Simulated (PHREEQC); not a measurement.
A solution holds 81 mmol/kgw ZnSO4, 1.2 mmol/kgw FeCl2 and 0.51 mmol/kgw H2SO4, at 25 °C. Closed to the air; pH follows from the charge balance.

Model: ion-association model, phreeqc.dat, run in PHREEQC.

```json
[
 {"quantity": "pH", "before": "3.40", "after": "1.51"},
 {"quantity": "ionic strength (mol/kgw)", "before": "0.170", "after": "0.151"},
 {"quantity": "SO4-2 (mol/kgw)", "before": "0.0332", "after": "0.0335"},
 {"quantity": "Cl- (mol/kgw)", "before": "0.00232", "after": "0.00240"},
 {"quantity": "Fe+2 (mol/kgw)", "before": "0.000746", "after": "0.000649"},
 {"quantity": "HSO4- (mol/kgw)", "before": "0.000526", "after": "0.0433"},
 {"quantity": "SI of Melanterite (FeSO4:7H2O)", "before": "-3.38", "after": "-3.40"}
]
```

Problem. Which change was made?
(A) ZnSO4 replaced by NaHSO4 at the same molality
(B) FeCl2 from 0.0012 to 0.006 mol/kgw
(C) ZnSO4 from 0.081 to 0.0405 mol/kgw
(D) temperature from 25 to 50 °C

Solution. A, ZnSO4 replaced by NaHSO4 at the same molality

This is a speciation only: nothing precipitates in the calculation.
